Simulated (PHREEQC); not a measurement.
Brine (model solution)

Dissolve 0.26 mol MgSO4, 0.028 mol H3BO3 and 0.32 mol MgCl2 per kg of water at 25 °C. Closed to the air; pH follows from the charge balance.

Equilibrium calculation in PHREEQC: Pitzer model, pitzer.dat.

Each row changes one thing in this solution. This is a speciation only: nothing precipitates in the calculation.

| case | pH | MgB(OH)4+ (mol/kgw) | HSO4- (mol/kgw) | B(OH)4- (mol/kgw) | B3O3(OH)4- (mol/kgw) | MgOH+ (mol/kgw) | SI of Epsomite (MgSO4:7H2O) | SI of Hexahydrite (MgSO4:6H2O) |
|---|---|---|---|---|---|---|---|---|
| as made | 5.09 | 1.11e-5 | 1.08e-5 | 9.29e-6 | 3.87e-7 | 3.45e-8 | -1.15 | -1.42 |
| MgSO4 from 0.26 to 0.026 mol/kgw | 5.02 | 6.28e-6 | 1.75e-6 | 6.06e-6 | 2.57e-7 | 1.61e-8 | -2.12 | -2.39 |
| temperature from 25 to 35 °C | 5.13 | 1.16e-5 | 1.29e-5 | 1.02e-5 | 4.25e-7 | 8.39e-8 | -1.26 | -1.43 |
| diluted 10-fold with water | 5.86 | 7.10e-7 | 8.48e-7 | 1.93e-6 | 7.80e-10 | 2.47e-8 | -2.24 | -2.52 |
| diluted 2-fold with water | 5.38 | 4.97e-6 | 5.07e-6 | 5.77e-6 | 5.90e-8 | 3.08e-8 | -1.48 | -1.75 |

Complexes and solids missing from the database can't appear. In brines, pH and single-ion activities rest on the MacInnes convention.
